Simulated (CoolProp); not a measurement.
Saturation properties of sulfur dioxide.

Model: reference Helmholtz-energy equation of state, Gao 2016, in CoolProp.

```json
[
 {"T (°C)": "-61.35", "p (kPa)": "5.212", "enthalpy of vaporisation (kJ/kg)": "432.7", "vapour Z": "0.9967", "surface tension (mN/m)": "38.7"},
 {"T (°C)": "-53.35", "p (kPa)": "9.226", "enthalpy of vaporisation (kJ/kg)": "426.1", "vapour Z": "0.9950", "surface tension (mN/m)": "37.1"},
 {"T (°C)": "-45.35", "p (kPa)": "15.58", "enthalpy of vaporisation (kJ/kg)": "419.5", "vapour Z": "0.9926", "surface tension (mN/m)": "35.5"},
 {"T (°C)": "-37.45", "p (kPa)": "25.09", "enthalpy of vaporisation (kJ/kg)": "413.0", "vapour Z": "0.9896", "surface tension (mN/m)": "33.9"},
 {"T (°C)": "-29.45", "p (kPa)": "39.16", "enthalpy of vaporisation (kJ/kg)": "406.3", "vapour Z": "0.9857", "surface tension (mN/m)": "32.4"},
 {"T (°C)": "-21.45", "p (kPa)": "59.14", "enthalpy of vaporisation (kJ/kg)": "399.5", "vapour Z": "0.9809", "surface tension (mN/m)": "30.8"},
 {"T (°C)": "-13.45", "p (kPa)": "86.69", "enthalpy of vaporisation (kJ/kg)": "392.6", "vapour Z": "0.9751", "surface tension (mN/m)": "29.2"},
 {"T (°C)": "-5.55", "p (kPa)": "123.2", "enthalpy of vaporisation (kJ/kg)": "385.6", "vapour Z": "0.9683", "surface tension (mN/m)": "27.6"},
 {"T (°C)": "2.45", "p (kPa)": "171.7", "enthalpy of vaporisation (kJ/kg)": "378.3", "vapour Z": "0.9603", "surface tension (mN/m)": "26.1"},
 {"T (°C)": "10.45", "p (kPa)": "234.2", "enthalpy of vaporisation (kJ/kg)": "370.8", "vapour Z": "0.9511", "surface tension (mN/m)": "24.5"},
 {"T (°C)": "18.45", "p (kPa)": "313.2", "enthalpy of vaporisation (kJ/kg)": "363.0", "vapour Z": "0.9405", "surface tension (mN/m)": "22.9"},
 {"T (°C)": "26.35", "p (kPa)": "410.2", "enthalpy of vaporisation (kJ/kg)": "355.0", "vapour Z": "0.9288", "surface tension (mN/m)": "21.4"},
 {"T (°C)": "34.35", "p (kPa)": "530.4", "enthalpy of vaporisation (kJ/kg)": "346.6", "vapour Z": "0.9156", "surface tension (mN/m)": "19.8"},
 {"T (°C)": "42.35", "p (kPa)": "675.8", "enthalpy of vaporisation (kJ/kg)": "337.8", "vapour Z": "0.9009", "surface tension (mN/m)": "18.3"}
]
```

It boils at -10.0 °C under 1 atm.

Surface tension comes from a separate correlation (Mulero 2012).
